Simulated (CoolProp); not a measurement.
Vapour-liquid equilibrium of propane (1) + isohexane (2) at 249.5 K; x and y are mole fractions of (1).

Values from CoolProp's multi-fluid Helmholtz-energy mixture model, Lemmon 2009 and Lemmon 2006; pair parameters Bell 2016.

```json
[
 {"x": "0.05", "bubble pressure (MPa)": "0.01369", "y at the bubble point": "0.836", "dew pressure at overall composition x (MPa)": "0.002465", "liquid density (mol/L)": "8.194"},
 {"x": "0.125", "bubble pressure (MPa)": "0.03043", "y at the bubble point": "0.931", "dew pressure at overall composition x (MPa)": "0.002675", "liquid density (mol/L)": "8.452"},
 {"x": "0.2", "bubble pressure (MPa)": "0.04685", "y at the bubble point": "0.958", "dew pressure at overall composition x (MPa)": "0.002923", "liquid density (mol/L)": "8.724"},
 {"x": "0.275", "bubble pressure (MPa)": "0.06296", "y at the bubble point": "0.971", "dew pressure at overall composition x (MPa)": "0.003223", "liquid density (mol/L)": "9.010"},
 {"x": "0.35", "bubble pressure (MPa)": "0.07881", "y at the bubble point": "0.979", "dew pressure at overall composition x (MPa)": "0.003590", "liquid density (mol/L)": "9.311"},
 {"x": "0.425", "bubble pressure (MPa)": "0.09441", "y at the bubble point": "0.984", "dew pressure at overall composition x (MPa)": "0.004052", "liquid density (mol/L)": "9.627"},
 {"x": "0.5", "bubble pressure (MPa)": "0.1098", "y at the bubble point": "0.988", "dew pressure at overall composition x (MPa)": "0.004649", "liquid density (mol/L)": "9.961"},
 {"x": "0.575", "bubble pressure (MPa)": "0.1251", "y at the bubble point": "0.991", "dew pressure at overall composition x (MPa)": "0.005454", "liquid density (mol/L)": "10.31"},
 {"x": "0.65", "bubble pressure (MPa)": "0.1403", "y at the bubble point": "0.993", "dew pressure at overall composition x (MPa)": "0.006596", "liquid density (mol/L)": "10.68"},
 {"x": "0.725", "bubble pressure (MPa)": "0.1556", "y at the bubble point": "0.995", "dew pressure at overall composition x (MPa)": "0.008341", "liquid density (mol/L)": "11.07"},
 {"x": "0.8", "bubble pressure (MPa)": "0.1710", "y at the bubble point": "0.996", "dew pressure at overall composition x (MPa)": "0.01134", "liquid density (mol/L)": "11.48"},
 {"x": "0.875", "bubble pressure (MPa)": "0.1867", "y at the bubble point": "0.998", "dew pressure at overall composition x (MPa)": "0.01771", "liquid density (mol/L)": "11.91"},
 {"x": "0.95", "bubble pressure (MPa)": "0.2028", "y at the bubble point": "0.999", "dew pressure at overall composition x (MPa)": "0.04031", "liquid density (mol/L)": "12.36"}
]
```

No azeotrope shows between x = 0.05 and 0.95.

The pair parameters rest on a limited set of measurements; away from them the model extrapolates. The gap from Raoult's law changes sign with composition, which may be real or a fault of the pair parameters; it wasn't checked against measurements.
